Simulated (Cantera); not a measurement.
An adiabatic, constant-pressure homogeneous reactor starts with H2 : O2 : N2 = 1 : 1.28 : 4.82 (molar parts), equivalence ratio 0.39, at 1748 K and 1.00 bar.

Cantera simulation using the H2/O2 subset of GRI-Mech 3.0, which has no nitrogen chemistry; the numbers are that mechanism's predictions, not measurements.

Q: Predict: time of steepest temperature rise; temperature at 0.200 s; equilibrium temperature; x(H2) at 0.200 s; x(O2) at 0.200 s; x(O) at 0.200 s; x(H2O2) at 0.200 s; x(H) at 0.200 s.

A: 
```
Item                                                                Result
---------------------------------  ---------------------------------------
time of steepest temperature rise                                  7.99 µs
temperature at 0.200 s                                              2566 K
equilibrium temperature                                             2566 K
x(H2) at 0.200 s                   0.00335 (gas-phase equilibrium 0.00335)
x(O2) at 0.200 s                       0.111 (gas-phase equilibrium 0.111)
x(O) at 0.200 s                    0.00667 (gas-phase equilibrium 0.00667)
x(H2O2) at 0.200 s                 3.69e-7 (gas-phase equilibrium 3.69e-7)
x(H) at 0.200 s                    0.00194 (gas-phase equilibrium 0.00194)
```
